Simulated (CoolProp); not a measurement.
Vapour-liquid equilibrium of toluene (1) + p-xylene (2) at 210.05 °C; x and y are mole fractions of (1).

The numbers come from the multi-fluid Helmholtz-energy mixture model, Lemmon 2006 and Zhou 2012; pair parameters Bell 2016 in CoolProp.

```json
[
 {"x": "0.05", "bubble pressure, mixture model (MPa)": "0.5188", "bubble pressure, Raoult's law (MPa)": "0.5197", "y, mixture model": "0.079", "y, Raoult's law": "0.086"},
 {"x": "0.2", "bubble pressure, mixture model (MPa)": "0.5762", "bubble pressure, Raoult's law (MPa)": "0.5786", "y, mixture model": "0.289", "y, Raoult's law": "0.309"},
 {"x": "0.35", "bubble pressure, mixture model (MPa)": "0.6347", "bubble pressure, Raoult's law (MPa)": "0.6376", "y, mixture model": "0.466", "y, Raoult's law": "0.490"},
 {"x": "0.5", "bubble pressure, mixture model (MPa)": "0.6939", "bubble pressure, Raoult's law (MPa)": "0.6966", "y, mixture model": "0.617", "y, Raoult's law": "0.641"},
 {"x": "0.65", "bubble pressure, mixture model (MPa)": "0.7534", "bubble pressure, Raoult's law (MPa)": "0.7556", "y, mixture model": "0.748", "y, Raoult's law": "0.768"},
 {"x": "0.8", "bubble pressure, mixture model (MPa)": "0.8131", "bubble pressure, Raoult's law (MPa)": "0.8145", "y, mixture model": "0.863", "y, Raoult's law": "0.877"},
 {"x": "0.95", "bubble pressure, mixture model (MPa)": "0.8731", "bubble pressure, Raoult's law (MPa)": "0.8735", "y, mixture model": "0.967", "y, Raoult's law": "0.971"}
]
```

The largest gap from Raoult's law is -0.5 % in bubble pressure, at x = 0.35. No azeotrope shows between x = 0.05 and 0.95.

The pair parameters rest on a limited set of measurements; away from them the model extrapolates.
